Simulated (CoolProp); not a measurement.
Vapour-liquid equilibrium of R134a (1) + methanol (2) at 0.0857 bar; x and y are mole fractions of (1).

Model: multi-fluid Helmholtz-energy mixture model, Tillner-Roth 1994 and de Reuck 1993; pair parameters Bell 2016, in CoolProp.

Question: Give the bubble temperature and the first vapour's composition at x = 0.05, 0.2, 0.8. Is there an azeotrope?

Answer: x = 0.05: 225.7 K, y = 0.989; x = 0.2: 211.7 K, y = 0.997; x = 0.8: 206.6 K, y = 0.999. No azeotrope shows between x = 0.05 and 0.95.

Pair parameters are fitted to limited data, so mixtures are less certain than the pure fluids. With so large a gap from Raoult's law the liquid may split in two, which this calculation doesn't test in full.
